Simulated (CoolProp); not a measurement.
Properties of R1123 along the isobar 14 MPa (Tc = 58.6 °C, pc = 4.549 MPa, ω = 0.243).

The numbers come from the reference Helmholtz-energy equation of state, Akasaka 2020 in CoolProp.

```csv
T (°C),phase,cp (kJ/(kg K)),cv (kJ/(kg K)),expansivity (1/kK)
4.05,liquid,1.358,0.8416,2.841
12.75,liquid,1.381,0.8491,3.030
21.55,liquid,1.408,0.8573,3.251
30.25,liquid,1.437,0.8658,3.508
38.95,liquid,1.471,0.8749,3.809
47.75,liquid,1.510,0.8846,4.168
56.45,liquid,1.552,0.8946,4.584
65.15,supercritical,1.598,0.9051,5.066
73.95,supercritical,1.647,0.9160,5.624
82.65,supercritical,1.696,0.9271,6.235
91.35,supercritical,1.741,0.9382,6.882
100.15,supercritical,1.779,0.9491,7.518
```
